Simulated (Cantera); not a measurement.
Input (Python, Cantera) and output of one run.

```python
import numpy as np
import cantera as ct

gas_names = """
    F F2 N NF NF2 NF3 N2 Si SiF SiF2 SiF3 SiF4 SiN Si2 Si2N Si3
""".split()
cond_names = """
    Si(cr) Si(L) Si3N4(a)
""".split()


# ... load() reads the species with a 1 bar reference pressure and builds the phases ...
atoms = {
    'Si': {'Si': 1},
    'NF3': {'N': 1, 'F': 3},
    'N2': {'N': 2},
}
top_T = {'Si3N4(a)': 2400}  # K; cautious upper limits of use, not melting points


# ... equilibrate(T, P, feed) seeds the gas with the atoms and calls Mixture.equilibrate('TP', solver="vcs", rtol=1e-11, max_steps=5000) ...
results = []
T = 473.15  # K
P = 100000  # Pa
for m in [0.74, 0.97, 1.2, 1.4, 1.7, 1.9, 2.1, 2.4, 2.6, 2.8, 3.1]:
    feed = {'Si': 1, 'NF3': m, 'N2': 0.15}  # mol
    mix = equilibrate(T, P, feed)
    results.append((T, P, feed, dict(zip(mix.species_names, mix.species_moles))))
    x = sorted(zip(gas.X, gas.species_names), reverse=True)
    print(f"T = {T:g} K  P = {P:g} Pa  n(NF3) = {m:g} mol  gas = {mix.phase_moles(0):.4g} mol")
    print("   x: " + "  ".join(f"{s} {v:.3e}" for v, s in x if v > 1e-06))
    print("   condensed (mol): " + ("  ".join(f"{mix.phase(i).name} {mix.phase_moles(i):.4g}"
          for i in range(1, mix.n_phases) if mix.phase_moles(i) > 1e-12) or "none"))
```

Result:

```
T = 473.15 K  P = 100000 Pa  n(NF3) = 0.74 mol  gas = 0.7783 mol
   x: SiF4 7.131e-01  N2 2.869e-01
   condensed (mol): Si3N4(a) 0.1483
T = 473.15 K  P = 100000 Pa  n(NF3) = 0.97 mol  gas = 1.181 mol
   x: SiF4 6.161e-01  N2 3.839e-01
   condensed (mol): Si3N4(a) 0.09083
T = 473.15 K  P = 100000 Pa  n(NF3) = 1.2 mol  gas = 1.583 mol
   x: SiF4 5.684e-01  N2 4.316e-01
   condensed (mol): Si3N4(a) 0.03333
T = 473.15 K  P = 100000 Pa  n(NF3) = 1.4 mol  gas = 1.883 mol
   x: SiF4 5.310e-01  N2 4.336e-01  NF3 3.540e-02  F2 2.100e-06
   condensed (mol): none
T = 473.15 K  P = 100000 Pa  n(NF3) = 1.7 mol  gas = 2.183 mol
   x: SiF4 4.580e-01  N2 3.740e-01  NF3 1.679e-01  F2 6.228e-06
   condensed (mol): none
T = 473.15 K  P = 100000 Pa  n(NF3) = 1.9 mol  gas = 2.383 mol
   x: SiF4 4.196e-01  N2 3.427e-01  NF3 2.378e-01  F2 8.085e-06
   condensed (mol): none
T = 473.15 K  P = 100000 Pa  n(NF3) = 2.1 mol  gas = 2.583 mol
   x: SiF4 3.871e-01  N2 3.161e-01  NF3 2.968e-01  F2 9.628e-06
   condensed (mol): none
T = 473.15 K  P = 100000 Pa  n(NF3) = 2.4 mol  gas = 2.883 mol
   x: NF3 3.699e-01  SiF4 3.468e-01  N2 2.832e-01  F2 1.157e-05
   condensed (mol): none
T = 473.15 K  P = 100000 Pa  n(NF3) = 2.6 mol  gas = 3.083 mol
   x: NF3 4.108e-01  SiF4 3.243e-01  N2 2.649e-01  F2 1.269e-05
   condensed (mol): none
T = 473.15 K  P = 100000 Pa  n(NF3) = 2.8 mol  gas = 3.283 mol
   x: NF3 4.467e-01  SiF4 3.046e-01  N2 2.487e-01  F2 1.370e-05
   condensed (mol): none
T = 473.15 K  P = 100000 Pa  n(NF3) = 3.1 mol  gas = 3.583 mol
   x: NF3 4.930e-01  SiF4 2.791e-01  N2 2.279e-01  F2 1.506e-05
   condensed (mol): none
```

Method: chemical equilibrium by Gibbs-energy minimisation in Cantera with the NASA 1993 tables (ideal gas, pure condensed phases).
